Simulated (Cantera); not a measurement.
Ignition delay

Mixture: 7.78 % CO, 0.933 % H2, 3.97 % CH4, 18.4 % O2, 69.0 % N2, equivalence ratio 0.67, at 10.0 bar, adiabatic and at constant pressure. Ignition delay is the time to a rise of 400 K.

Detailed kinetics in Cantera: GRI-Mech 3.0 (53 species, 325 reactions).

```json
[
 {"T0 (K)": "1050", "delay (ms)": "5.21"},
 {"T0 (K)": "1100", "delay (ms)": "2.28"},
 {"T0 (K)": "1150", "delay (ms)": "1.17"},
 {"T0 (K)": "1200", "delay (ms)": "0.674"},
 {"T0 (K)": "1250", "delay (ms)": "0.418"},
 {"T0 (K)": "1300", "delay (ms)": "0.269"},
 {"T0 (K)": "1350", "delay (ms)": "0.178"},
 {"T0 (K)": "1400", "delay (ms)": "0.120"}
]
```

The apparent activation energy between 1300 and 1400 K is 120 kJ/mol.
